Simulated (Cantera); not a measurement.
Input (Python, Cantera):

```python
import numpy as np
import cantera as ct

gas = ct.Solution("SiF4_NH3_mec.yaml", "gas")
gas.TPX = 1973, 13332, {'NH3': 1, 'H2': 3.6, 'N2': 0.038}
inlet = ct.Reservoir(gas, clone=True)

reactor = ct.IdealGasConstPressureReactor(gas, energy="off", clone=False)
exhaust = ct.Reservoir(gas, clone=True)
tau = [1, 0.26, 0.069, 0.018, 0.0048, 0.0013, 0.00033][0]
for a, b in ((inlet, reactor), (reactor, exhaust)):
    ct.MassFlowController(a, b, mdot=lambda t: reactor.mass / tau)
net = ct.ReactorNet([reactor])
show = ['NH3', 'H2', 'N2H4', 'H', 'N2H2', 'N2', 'N']

rows = []
print(f"{'tau/s':>10s}{'T/K':>9s}" + "".join(f"{s:>11s}" for s in show))
for tau in [1, 0.26, 0.069, 0.018, 0.0048, 0.0013, 0.00033]:
    net.initial_time = 0.0
    net.advance(30 * tau)
    before = gas.X
    net.advance(40 * tau)
    drift = np.max(np.abs(gas.X - before) / (gas.X + 1e-9))
    rows.append([gas.T, *gas[show].X, drift])
    print(f"{tau:10.3e}{gas.T:9.1f}" + "".join(f"{x:11.3e}" for x in gas[show].X))
```

It prints:

```
     tau/s      T/K        NH3         H2       N2H4          H       N2H2         N2          N
 1.000e+00   1973.0  5.885e-02  8.686e-01  2.339e-09  8.940e-04  2.181e-07  7.149e-02  7.163e-07
 2.600e-01   1973.0  1.269e-01  8.283e-01  6.447e-09  6.564e-04  5.221e-07  4.393e-02  6.894e-07
 6.900e-02   1973.0  1.818e-01  7.956e-01  1.023e-08  5.542e-04  7.833e-07  2.167e-02  6.604e-07
 1.800e-02   1973.0  2.060e-01  7.812e-01  1.138e-08  5.067e-04  8.444e-07  1.188e-02  6.008e-07
 4.800e-03   1973.0  2.133e-01  7.769e-01  9.479e-09  4.439e-04  6.566e-07  8.935e-03  4.279e-07
 1.300e-03   1973.0  2.152e-01  7.761e-01  3.765e-09  2.768e-04  2.043e-07  8.249e-03  1.076e-07
 3.300e-04   1973.0  2.155e-01  7.761e-01  3.502e-10  8.428e-05  1.227e-08  8.193e-03  3.107e-09
```

Cantera simulation using the gas-phase N/H chemistry of the illustrative SiF4/NH3 mechanism in the Surface Chemkin manual (1991); the numbers are that mechanism's predictions, not measurements. Walls and surfaces, which speed up NH3 decomposition in real reactors, are not modelled.
